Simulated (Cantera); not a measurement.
An isothermal, constant-pressure homogeneous reactor starts with N₂O : N₂ = 1 : 6.8 (molar parts), at 1550 K and 0.0237 atm.

Detailed kinetics in Cantera: GRI-Mech 3.0 (53 species, 325 reactions). GRI-Mech 3.0 was tuned for natural gas; its chemistry of N2O as a main component is partial and can be far from experiment. Radical loss at walls, strong at low pressure, is not modelled. The temperature is held fixed by assumption; the heat of reaction is taken as removed at once.

Task: Predict: x(N₂O) at 2.00 s; x(NO) at 2.00 s; x(O) at 2.00 s; x(N₂) at 2.00 s; x(NO₂) at 2.00 s; x(O₂) at 2.00 s.

Result: 
```
Quantity                                            Value
----------------  ---------------------------------------
x(N₂O) at 2.00 s  0.00114 (gas-phase equilibrium 9.28e-9)
x(NO) at 2.00 s   0.0323 (gas-phase equilibrium 0.000907)
x(O) at 2.00 s    7.52e-5 (gas-phase equilibrium 1.24e-5)
x(N₂) at 2.00 s       0.923 (gas-phase equilibrium 0.939)
x(NO₂) at 2.00 s  5.89e-6 (gas-phase equilibrium 3.46e-7)
x(O₂) at 2.00 s     0.0435 (gas-phase equilibrium 0.0598)
```
